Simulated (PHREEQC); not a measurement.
Solution (92 °C): 0.00046 mol/kgw Ag2SO4 and 0.035 mol/kgw HBF4. Closed to the air; pH follows from the charge balance.

Model: ion-association model, wateq4f.dat, run in PHREEQC.

Each row changes one thing in this solution. No solid was allowed to form.

```tsv
case	pH	ionic strength (mol/kgw)	HSO4- (mol/kgw)	SO4-2 (mol/kgw)
as made	1.62	0.0290	0.000408	5.12e-5
diluted 5-fold with water	2.40	0.00452	5.87e-5	3.32e-5
diluted 100-fold with water	3.38	0.000437	8.13e-7	3.79e-6
temperature from 92 to 50 °C	1.56	0.0326	0.000341	0.000118
HBF4 left out	6.24	0.00136	1.27e-7	0.000449
Ag2SO4 replaced by ZnSO4 at the same molality	1.62	0.0295	0.000407	5.12e-5
HBF4 from 0.035 to 0.007 mol/kgw	2.42	0.00523	0.000285	0.000171
diluted 2-fold with water	1.95	0.0132	0.000187	4.32e-5
```

Constants without temperature data keep their 25 °C values here. Real BF4- forms and hydrolyses slowly; the run takes it at equilibrium.
